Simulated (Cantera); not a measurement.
## Carbon deposition, reforming and gasification: acetone + H₂O + H₂

A closed system holds: 1 mol acetone, 0.081 mol H₂O, 23 mol H₂, at 3.70 bar.

Cantera equilibrium calculation (NASA polynomials, part measured and part estimated; ideal gas, pure solids and liquids). Candidate condensed phases: C, C₆H₆, C₇H₈, C₈H₁₈, H₂O; 110 gas species. The feed counts by its element totals alone. Equilibrium is a limit: real reactors are often held back by kinetics, nucleation or transport.

From 1948 K to 2498 K the condensed part is C(graphite). The main C-bearing gas is CO throughout. The share of C in condensed phases is highest at 1948 K (61.5 %) and lowest at 2498 K (44.8 %).

```tsv
T (K)	log p H₂	log p CO	log p H	log p C₂H₂ (acetylene)	log p CH₄	log p CH₃	log p C₄H₂	n C(graphite)
1948	0.55	-0.83	-2.67	-2.72	-2.21	-4.13	-6.39	1.85
1998	0.55	-0.83	-2.52	-2.57	-2.27	-4.04	-6.09	1.84
2048	0.55	-0.83	-2.38	-2.43	-2.33	-3.96	-5.80	1.83
2098	0.55	-0.83	-2.24	-2.30	-2.38	-3.88	-5.54	1.81
2148	0.55	-0.83	-2.11	-2.17	-2.43	-3.80	-5.28	1.79
2198	0.55	-0.83	-1.98	-2.05	-2.48	-3.73	-5.03	1.76
2248	0.55	-0.83	-1.86	-1.93	-2.53	-3.66	-4.80	1.72
2298	0.55	-0.83	-1.75	-1.82	-2.58	-3.59	-4.58	1.67
2348	0.55	-0.83	-1.64	-1.72	-2.62	-3.53	-4.37	1.61
2398	0.54	-0.83	-1.53	-1.62	-2.66	-3.47	-4.16	1.54
2448	0.54	-0.83	-1.43	-1.52	-2.70	-3.41	-3.97	1.45
2498	0.54	-0.83	-1.33	-1.43	-2.74	-3.36	-3.78	1.35
```
log p: log10 of the partial pressure in bar; n: condensed amount in mol.
